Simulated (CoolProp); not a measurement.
Values from CoolProp's reference Helmholtz-energy equation of state, Lemmon 2006. It is a short technical equation, of lower accuracy than the large ones.

Task: Give the vapour pressure (MPa), liquid density (kg/m³), vapour density (kg/m³), enthalpy of vaporisation (kJ/kg) of saturated R141b at 340.9, 374.5 K.

Result: 
```json
[
 {"T (K)": "340.9", "p (MPa)": "0.306", "liquid density (kg/m³)": "1150", "vapour density (kg/m³)": "13.7", "enthalpy of vaporisation (kJ/kg)": "204"},
 {"T (K)": "374.5", "p (MPa)": "0.698", "liquid density (kg/m³)": "1070", "vapour density (kg/m³)": "30.6", "enthalpy of vaporisation (kJ/kg)": "184"}
]
```
